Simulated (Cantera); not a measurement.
Input: 1 mol (CH₃)₂SiCl₂, 0.31 mol C₂H₄, 720 mol H₂, at 13.3 mbar.

Cantera equilibrium calculation (NASA polynomials, part measured and part estimated; ideal gas, pure solids and liquids). Candidate condensed phases: C, C₆H₆, C₇H₈, C₈H₁₈, Si, SiC; 109 gas species. The feed counts by its element totals alone. Gases not in the tables: Si₂H₆ and higher silanes. Kinetics and transport are ignored.

### Question
Which condensed phases are stable at each of these points (T (K)): 1175, 1275, 1375, 1475, 1575, 1675, 1775, 1875, 1975, 2075, 2175?

### Answer
```tsv
T (K)	condensed phases	Si condensed (%)
1175	C(graphite) + SiC(s)	100.0
1275	C(graphite) + SiC(s)	100.0
1375	C(graphite) + SiC(s)	100.0
1475	C(graphite) + SiC(s)	100.0
1575	C(graphite) + SiC(s)	100.0
1675	C(graphite) + SiC(s)	99.9
1775	C(graphite) + SiC(s)	99.6
1875	C(graphite) + SiC(s)	97.9
1975	C(graphite) + SiC(s)	89.2
2075	C(graphite) + SiC(s)	50.7
2175	gas only	0.0
```

From 1175 K to 2075 K the condensed part is C(graphite) + SiC(s). At 2175 K nothing is condensed.
